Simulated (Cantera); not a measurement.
Charge: 1 mol SiO2, 2 mol CO, 1.5 mol H2, equilibrated at 1527 °C.

These are equilibrium values from Cantera (NASA tables, ideal gas, pure condensed phases), not measurements of a reactor. Candidate condensed phases: C, C6H6, C7H8, C8H18, H2O, Si, SiC, SiO2; 123 gas species. The tables hold silica as quartz up to 1696 K and as liquid above; real silica turns to tridymite and cristobalite and melts near 1996 K. Rates play no part.

What share of the Si ends up in condensed phases as a function of P (Pa), at 10, 68, 460, 3200, 22000, 150000, 1000000?


```
P (Pa)   Si condensed (%)               as
-------  ----------------  ---------------
10                   61.8  SiO2(condensed)
68                   85.0  SiO2(condensed)
460                  94.2  SiO2(condensed)
3200                 97.8  SiO2(condensed)
22000                99.2  SiO2(condensed)
150000               99.7  SiO2(condensed)
1000000             100.0  SiO2(condensed)
```
